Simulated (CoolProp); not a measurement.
Model: reference Helmholtz-energy equation of state, Zhou 2012, in CoolProp.

### Question
Give the vapour pressure (MPa), vapour density (kg/m³), liquid cp (kJ/(kg K)) of saturated ethylbenzene at 360.2, 379 K.

### Answer
```
T (K)  p (MPa)  vapour density (kg/m³)  liquid cp (kJ/(kg K))
-----  -------  ----------------------  ---------------------
360.2   0.0218                   0.785                   1.96
379     0.0415                    1.43                   2.03
```
